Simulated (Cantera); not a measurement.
Cantera run, input and output.

```python
import numpy as np
import cantera as ct

gas = ct.Solution("SiF4_NH3_mec.yaml", "gas")
gas.TPX = 2150, 140000, {'NH3': 1, 'H2': 5.3}
reactor = ct.IdealGasConstPressureReactor(gas, energy="off", clone=False)
net = ct.ReactorNet([reactor])
net.rtol, net.atol = 1e-08, 1e-18
show = ['NH3', 'H2', 'N2H2', 'NH', 'N', 'H']
times = np.geomspace(2e-06, 3, 12)

steps = ct.SolutionArray(gas, extra=["t"])
rows = []
print(f"{'t/s':>10s}{'T/K':>9s}{'P/Pa':>11s}" + "".join(f"{s:>11s}" for s in show))
for t in times:
    while net.time < t:
        t_next = net.step()
        steps.append(gas.state, t=t_next)
    rows.append([np.interp(t, steps.t, y) for y in (steps.T, steps.P, *steps(*show).X.T)])
    print(f"{t:10.3e}{rows[-1][0]:9.1f}{rows[-1][1]:11.4g}" + "".join(f"{x:11.3e}" for x in rows[-1][2:]))
rate = np.gradient(steps.T, steps.t)
print("integrator steps:", len(steps.t))
if steps.T.max() > steps.T[0] + 200:
    print(f"time of steepest temperature rise: {steps.t[rate.argmax()]:.4e} s")
gas.TPX = 2150, 140000, {'NH3': 1, 'H2': 5.3}
gas.equilibrate("TP")
print(f"equilibrium (TP): T = {gas.T:.1f} K  " + "  ".join(f"{s} {gas[s].X[0]:.3e}" for s in show))
```

Output:

```
       t/s      T/K       P/Pa        NH3         H2       N2H2         NH          N          H
 2.000e-06   2150.0    1.4e+05  1.587e-01  8.412e-01  1.737e-10  1.321e-08  2.595e-11  2.855e-05
 7.286e-06   2150.0    1.4e+05  1.587e-01  8.412e-01  3.097e-09  1.913e-07  1.532e-09  1.041e-04
 2.654e-05   2150.0    1.4e+05  1.585e-01  8.409e-01  6.454e-08  2.484e-06  7.281e-08  3.725e-04
 9.670e-05   2150.0    1.4e+05  1.575e-01  8.407e-01  8.868e-07  1.845e-05  1.473e-06  1.026e-03
 3.523e-04   2150.0    1.4e+05  1.522e-01  8.434e-01  1.263e-06  2.438e-05  2.273e-06  1.207e-03
 1.283e-03   2150.0    1.4e+05  1.342e-01  8.536e-01  1.085e-06  2.333e-05  2.270e-06  1.270e-03
 4.675e-03   2150.0    1.4e+05  8.693e-02  8.804e-01  6.433e-07  1.992e-05  2.235e-06  1.496e-03
 1.703e-02   2150.0    1.4e+05  2.226e-02  9.165e-01  1.210e-07  1.134e-05  1.912e-06  2.303e-03
 6.205e-02   2150.0    1.4e+05  1.863e-03  9.272e-01  2.374e-09  2.030e-06  5.023e-07  3.391e-03
 2.260e-01   2150.0    1.4e+05  3.375e-04  9.280e-01  8.244e-11  3.816e-07  9.616e-08  3.454e-03
 8.235e-01   2150.0    1.4e+05  8.417e-05  9.281e-01  5.716e-12  9.529e-08  2.403e-08  3.456e-03
 3.000e+00   2150.0    1.4e+05  2.290e-05  9.282e-01  9.965e-13  2.593e-08  6.538e-09  3.457e-03
integrator steps: 1157
equilibrium (TP): T = 2150.0 K  NH3 5.212e-06  H2 9.282e-01  N2H2 6.389e-13  NH 5.902e-09  N 1.488e-09  H 3.457e-03
```

Computed with Cantera and the gas-phase N/H chemistry of the illustrative SiF4/NH3 mechanism in the Surface Chemkin manual (1991). Walls and surfaces, which speed up NH3 decomposition in real reactors, are not modelled.
